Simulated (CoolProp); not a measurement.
Properties of chloromethane (R40) along the isotherm 159.05 °C.

Computed with CoolProp (reference Helmholtz-energy equation of state, Thol 2014).

```
p (MPa)          phase       Z  cp (kJ/(kg K))  cv (kJ/(kg K))
-------  -------------  ------  --------------  --------------
0.11               gas  0.9947           1.008          0.8388
0.165              gas  0.9921           1.011          0.8400
0.249              gas  0.9880           1.016               …
0.376              gas  0.9819           1.024          0.8446
0.567              gas  0.9725           1.036          0.8488
0.856              gas  0.9582           1.056          0.8554
1.29               gas  0.9362           1.087          0.8654
1.95               gas  0.9017           1.142          0.8815
2.94               gas       …               …          0.9077
4.43               gas       …           1.482          0.9529
6.69               gas  0.5763           2.510           1.046
10.1     supercritical  0.2749           3.769           1.068
15.2     supercritical  0.3417               …               …
23       supercritical       …           1.858          0.9644
34.6     supercritical  0.6530           1.679          0.9464
```

**Question.** What belongs in the gaps?

**Answer.** 
- 0.249, cv (kJ/(kg K)): 0.8418
- 2.94, Z: 0.8468
- 2.94, cp (kJ/(kg K)): 1.245
- 4.43, Z: 0.7551
- 15.2, cp (kJ/(kg K)): 2.229
- 15.2, cv (kJ/(kg K)): 0.9967
- 23, Z: 0.4683

The peak of cp marks the crossing from liquid-like to gas-like fluid above the critical point.
